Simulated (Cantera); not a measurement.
A perfectly stirred reactor is fed with H₂ : O₂ : N₂ = 1 : 1.02 : 3.84 (molar parts), at 1.01 bar; it is adiabatic with a 448 K inlet, and is followed from long to short residence time, starting on the burning branch (τ in s: 0.4, 0.16, 0.061, 0.024, 0.0095, 0.0038, 0.0015, 0.00058, 0.00023, 9e-05, 3.6e-05, 1.4e-05).

Cantera simulation using the H2/O2 subset of GRI-Mech 3.0, which has no nitrogen chemistry; the numbers are that mechanism's predictions, not measurements.

Question: What does this change do: inlet temperature 448 to 750 K?

Answer: 
```tsv
quantity	before	after
blow-out, bracketed by the residence times tried	burning at 36.0 µs, out at 14.0 µs	burning at 14.0 µs, the shortest tried
x(H₂) at τ = 0.400 s	6.95e-5	0.000196
x(O₂) at τ = 0.400 s	0.0968	0.0963
x(H₂O) at τ = 0.400 s	0.186	0.185
x(HO₂) at τ = 0.400 s	1.08e-6	2.17e-6
x(O) at τ = 0.400 s	6.34e-5	0.000230
x(H₂) at τ = 1.50 ms	0.00250	0.00297
x(O₂) at τ = 1.50 ms	0.0958	0.0946
x(H₂O) at τ = 1.50 ms	0.180	0.178
x(HO₂) at τ = 1.50 ms	2.02e-5	1.10e-5
x(O) at τ = 1.50 ms	0.00221	0.00322
```
